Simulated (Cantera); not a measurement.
## Ignition delay

Mixture: 14.1 % CH4, 0.521 % C2H6, 16.6 % O2, 62.6 % N2, 6.05 % H2O, 0.128 % H2, equivalence ratio 1.8, at 500000 Pa, adiabatic and at constant volume. Ignition delay is the time to a rise of 400 K.

Computed with Cantera and GRI-Mech 3.0 (53 species, 325 reactions).

```csv
T0 (K),delay (ms)
1148,7.82
1248,2.85
1348,1.04
1448,0.379
1548,0.142
1648,0.0569
1748,0.0254
1848,0.0128
1948,0.00727
```

The apparent activation energy between 1748 and 1948 K is 180 kJ/mol.
